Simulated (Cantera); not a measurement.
Input (Python, Cantera) and output of one run.

```python
import numpy as np
import cantera as ct

gas_names = """
    O2 SiO B2O2
""".split()
cond_names = """
    Ti(a) Ti(b) Ti(L) Ti4O7(s) Ti4O7(L) Si(cr) Si(L) B(b) B(L)
""".split()


def load(file, names, dense=False):
    # The tables refer to 1 bar. Condensed volumes are neglected.
    table = {s.name: s for s in ct.Species.list_from_file(file)}
    out = []
    for n in names:
        d = dict(table[n].input_data)
        d["thermo"] = dict(d["thermo"], **{"reference-pressure": 1e5})
        if dense:
            d["equation-of-state"] = {"model": "constant-volume", "density": "1e6 g/cm^3"}
        out.append(ct.Species.from_dict(d))
    return out


species = {s.name: s for s in load("nasa_gas.yaml", gas_names) + load("nasa_condensed.yaml", cond_names)}
# Each term lists the table entries of one substance; the one whose range holds T is used.
reactions = {
    '1.143 Ti + O2(g) = 0.2857 Ti4O7':
        [(-1.1428571428571428, ['Ti(a)', 'Ti(b)', 'Ti(L)']), (-1, ['O2']), (0.2857142857142857, ['Ti4O7(s)', 'Ti4O7(L)'])],
    '2 Si + O2(g) = 2 SiO(g)':
        [(-2, ['Si(cr)', 'Si(L)']), (-1, ['O2']), (2, ['SiO'])],
    '2 B + O2(g) = B2O2(g)':
        [(-2, ['B(b)', 'B(L)']), (-1, ['O2']), (1, ['B2O2'])],
}


def pick(names, T):
    return next(species[n] for n in names if species[n].thermo.min_temp <= T <= species[n].thermo.max_temp)


results = []
for label, terms in reactions.items():
    print(label)
    print("     T/K   dH/kJ  dS/(J/K)   dG/kJ   log10 K")
    for T in [1800, 1875, 1950, 2025, 2100, 2175, 2250, 2325, 2400]:
        used = [(nu, pick(names, T)) for nu, names in terms]
        dH = sum(nu * s.thermo.h(T) for nu, s in used) / 1e6
        dS = sum(nu * s.thermo.s(T) for nu, s in used) / 1e3
        dG = dH - T * dS / 1e3
        logK = -dG * 1e6 / (ct.gas_constant * T * np.log(10))
        results.append((label, T, dH, dS, dG, logK, [s.name for _, s in used]))
        print(f"{T:8g} {dH:8.1f} {dS:8.1f} {dG:8.1f} {logK:8.2f}")
```

Result:

```
1.143 Ti + O2(g) = 0.2857 Ti4O7
     T/K   dH/kJ  dS/(J/K)   dG/kJ   log10 K
    1800   -959.0   -167.2   -658.0    19.09
    1875   -958.3   -166.9   -645.4    17.98
    1950   -974.5   -175.2   -632.9    16.95
    2025   -908.9   -141.6   -622.2    16.05
    2100   -907.9   -141.1   -611.6    15.21
    2175   -906.9   -140.6   -601.1    14.43
    2250   -905.9   -140.2   -590.5    13.71
    2325   -904.9   -139.7   -580.0    13.03
    2400   -903.9   -139.3   -569.6    12.40
2 Si + O2(g) = 2 SiO(g)
     T/K   dH/kJ  dS/(J/K)   dG/kJ   log10 K
    1800   -326.2     93.6   -494.6    14.35
    1875   -327.5     92.9   -501.6    13.97
    1950   -328.8     92.2   -508.6    13.62
    2025   -330.1     91.5   -515.4    13.30
    2100   -331.5     90.9   -522.3    12.99
    2175   -332.8     90.2   -529.1    12.71
    2250   -334.1     89.6   -535.8    12.44
    2325   -335.5     89.1   -542.5    12.19
    2400   -336.8     88.5   -549.2    11.95
2 B + O2(g) = B2O2(g)
     T/K   dH/kJ  dS/(J/K)   dG/kJ   log10 K
    1800   -465.5     18.2   -498.3    14.46
    1875   -466.3     17.8   -499.7    13.92
    1950   -467.2     17.3   -501.0    13.42
    2025   -468.1     16.9   -502.3    12.96
    2100   -469.1     16.4   -503.5    12.52
    2175   -470.1     15.9   -504.7    12.12
    2250   -471.1     15.5   -505.9    11.74
    2325   -472.2     15.0   -507.0    11.39
    2400   -573.8    -28.2   -506.0    11.01
```

Cantera with NASA thermochemical tables; ideal gases at 1 bar, condensed phases pure. Condensed species are held in their standard states even where they would react or evaporate.
